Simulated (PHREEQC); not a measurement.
Solution A (0.0022 mol/kgw HCl and 0.1 mol/kgw KCl) is mixed with solution B (0.006 mol/kgw AgF and 0.0083 mol/kgw HF) at 25 °C; shares are by mass of water, 1 kg in all. O2 is buffered at 0.21 atm. No CO2 enters from the air. The run lets Cerargyrite, Ag2O precipitate or redissolve, and no other solid.

The numbers come from PHREEQC with the ion-association model, wateq4f.dat.

### Question
Predict Cerargyrite (mol) at share of solution B = 0.5, 0.9.

### Answer
```csv
share of solution B,Cerargyrite (mol)
0.5,0.00300
0.9,0.00540
```
